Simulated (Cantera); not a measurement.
Charge: 1 mol NaI, 47 mol N₂, at 0.180 bar.

Cantera equilibrium calculation (NASA polynomials, part measured and part estimated; ideal gas, pure solids and liquids). Candidate condensed phases: I₂, Na, NaI; 7 gas species. Gases not in the tables: NaBr and NaI dimers. Rates play no part.

log p: log10 of the partial pressure in bar; n: condensed amount in mol.

```
T (K)  log p N₂  log p NaI  log p Na  log p I  log p I₂  log p Na₂  n NaI(s)  n NaI(l)
-----  --------  ---------  --------  -------  --------  ---------  --------  --------
673       -0.74      -7.79      <-12     <-12      <-12       <-12     1.000         0
773       -0.74      -5.87    -10.91   -10.90      <-12       <-12     1.000         0
873       -0.74          ?         ?        ?      <-12       <-12     0.990         0
973       -0.75      -3.31     -7.50    -7.50    -12.27       <-12         0     0.870
1073      -0.75      -2.50     -6.34    -6.34    -10.71       <-12         0     0.160
1173      -0.75      -2.43     -5.66    -5.66    -10.00     -12.23         0         0
1273      -0.75      -2.43     -5.13    -5.13     -9.47     -11.42         0         0
1373      -0.75      -2.43     -4.67    -4.67     -9.02     -10.73         0         0
1473      -0.75      -2.43         ?        ?         ?          ?         0         0
1573      -0.75      -2.44     -3.93    -3.93     -8.29      -9.63         0         0
1673      -0.75      -2.45     -3.63    -3.63     -8.01      -9.18         0         0
1773      -0.75      -2.48     -3.37    -3.37     -7.76      -8.80         0         0
1873      -0.76      -2.52     -3.15    -3.15     -7.56      -8.48         0         0
```

Task: Complete the blanks.

Result: 
- 1473, log p Na: -4.27
- 1473, log p I: -4.27
- 1473, log p I₂: -8.63
- 1473, log p Na₂: -10.14
- 873, log p NaI: -4.40
- 873, log p Na: -8.99
- 873, log p I: -8.99
